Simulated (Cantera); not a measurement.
**Thermodynamics of silicon nitride deposition, feed SiF₄ + NH₃**

A closed system holds: 1 mol SiF₄, a varied amount of NH₃, at 1200 K and 330 Pa.

Equilibrium computed with Cantera from the NASA thermochemical tables; the gas is ideal and each condensed phase is pure. Candidate condensed phases: Si, Si₃N₄; 37 gas species. The tables' values for SiF₃, SiF₂ are old estimates; treat these amounts as uncertain. Equilibrium is a limit: real reactors are often held back by kinetics, nucleation or transport.

```tsv
n(NH₃) (mol)	x H₂	x SiF₄	x N₂	x HF	x SiF₃	x SiHF₃	n Si₃N₄(s)
1.3	0.539	0.274	0.180	0.00353	0.00211	0.00138	0
2.9	0.637	0.144	0.213	0.00314	0.00136	0.000963	0.000446
4.6	0.674	0.0960	0.225	0.00295	0.000990	0.000722	0.00103
6.3	0.693	0.0718	0.231	0.00279	0.000793	0.000586	0.00157
7.9	0.703	0.0579	0.235	0.00267	0.000673	0.000502	0.00206
9.6	0.711	0.0481	0.237	0.00257	0.000584	0.000438	0.00257
11	0.716	0.0421	0.239	0.00249	0.000529	0.000397	0.00297
13	0.721	0.0358	0.240	0.00241	0.000467	0.000352	0.00353
15	0.724	0.0311	0.242	0.00233	0.000420	0.000318	0.00407
16	0.726	0.0292	0.242	0.00230	0.000401	0.000303	0.00434
```
x: gas mole fraction; n: condensed amount in mol.

At 1.3 mol NH₃ nothing is condensed. From 2.9 mol NH₃ to 16 mol NH₃ the condensed part is Si₃N₄(s). The main Si-bearing gas is SiF₄ throughout. The share of Si in condensed phases is highest at 16 mol NH₃ (1.3 %) and lowest at 1.3 mol NH₃ (0.0 %).
